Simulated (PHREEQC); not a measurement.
A solution holds 2.2 mmol/kgw NH4Cl, 7.9 mmol/kgw NaF and 140 mmol/kgw LiCl, at 51 °C. Closed to the air; pH follows from the charge balance.

Model: ion-association model, phreeqc.dat, run in PHREEQC.

```
quantity              before    after
-------------------  -------  -------
pH                      6.26     6.14
NaF (mol/kgw)        1.87e-5  1.83e-5
NH3 (mol/kgw)        8.20e-6  1.38e-5
HF (mol/kgw)         7.40e-6  1.27e-5
HF2- (mol/kgw)       2.52e-7  4.35e-7
SI of Halite (NaCl)    -4.80    -4.82
```

### Question
What was changed between the two runs?
A) diluted 2-fold with water
B) temperature from 51 to 55 °C
C) temperature from 51 to 65 °C
D) temperature from 51 to 20 °C
E) diluted 10-fold with water

### Answer
C, temperature from 51 to 65 °C

Precipitation was switched off in this run. Constants without temperature data keep their 25 °C values here.
